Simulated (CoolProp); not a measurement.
Vapour pressure (MPa) of nitrogen: the reference equation beside estimates from Tc = -147.0 °C, pc = 3.396 MPa, ω = 0.037.

Computed with CoolProp (reference Helmholtz-energy equation of state, Span 2000).

```csv
T (°C),reference,Lee-Kesler,van der Waals,Redlich-Kwong,Peng-Robinson
-184.85,0.3107,0.3108,0.6794,…,0.3119
-180.95,0.4332,0.4335,0.8440,0.4219,0.4345
-177.05,0.5876,0.5880,1.032,0.5820,0.5892
-173.15,0.7783,0.7785,1.246,0.7803,0.7806
-169.25,1.010,1.010,…,1.021,1.014
-165.35,1.287,1.286,1.751,1.308,1.293
-161.35,1.625,1.622,2.054,1.655,1.633
-157.45,2.011,2.007,2.377,…,2.022
-153.55,2.461,2.458,2.730,2.497,2.474
```

Q: Some entries are withheld; supply them.

A: 
- -184.85, Redlich-Kwong: 0.2960
- -169.25, van der Waals: 1.485
- -157.45, Redlich-Kwong: 2.047

Absolute difference from the reference over all 9 rows, mean and median: Lee-Kesler 0.1 and 0.1 %, van der Waals 54.2 and 47.0 %, Redlich-Kwong 1.8 and 1.6 %, Peng-Robinson 0.4 and 0.4 %.
